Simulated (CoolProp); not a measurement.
Saturation properties of ammonia (Tc = 405.6 K, pc = 11.36 MPa, ω = 0.256).

Values from CoolProp's reference Helmholtz-energy equation of state, Gao 2020.

| T (K) | p (MPa) | liquid density (kg/m³) | liquid cp (kJ/(kg K)) |
|---|---|---|---|
| 229.7 | 0.05935 | 693.9 | 4.427 |
| 241.9 | … | … | 4.473 |
| 254.1 | 0.1982 | 663.8 | … |
| 266.3 | 0.3298 | 647.8 | 4.575 |
| 278.6 | 0.5239 | … | 4.640 |
| 290.8 | 0.7945 | 613.8 | 4.721 |
| 303 | 1.161 | 595.6 | 4.824 |
| 315.2 | 1.645 | 576.3 | … |
| 327.4 | 2.267 | 555.6 | 5.137 |

### Question
Fill in the missing entries.

### Answer

- 241.9, p (MPa): 0.1123
- 241.9, liquid density (kg/m³): 679.1
- 254.1, liquid cp (kJ/(kg K)): 4.521
- 278.6, liquid density (kg/m³): 631.2
- 315.2, liquid cp (kJ/(kg K)): 4.959

It boils at 239.8 K under 1 atm.
